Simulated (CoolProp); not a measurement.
Ethanol along the isotherm 580.9 K: density (kg/m³) from the reference equation and from simpler models built on Tc = 514.7 K, pc = 6.268 MPa, ω = 0.644; each cubic takes its own stable root.

The numbers come from the reference Helmholtz-energy equation of state, Schroeder 2014 in CoolProp.

```
p (MPa)          phase  reference
-------  -------------  ---------
0.0297             gas     0.2835
0.0502             gas     0.4795
0.0847             gas     0.8097
0.143              gas      1.369
0.241              gas      2.314
0.407              gas      3.925
0.687              gas      6.676
1.16               gas      11.42
1.96               gas      19.76
3.3                gas      34.73
5.57               gas      63.96
9.4      supercritical      134.9
```

Problem. How far does each simpler model (ideal gas, Soave-Redlich-Kwong, Peng-Robinson) lie from the reference over these 12 states: mean and median of the absolute difference, and the worst?

Solution. 
- ideal gas: mean 6.1 %, median 1.5 %, worst -33.5 % at 580.9 K and 9.4 MPa
- Soave-Redlich-Kwong: mean 0.8 %, median 0.3 %, worst +2.6 % at 580.9 K and 5.57 MPa
- Peng-Robinson: mean 1.5 %, median 0.6 %, worst +5.9 % at 580.9 K and 5.57 MPa
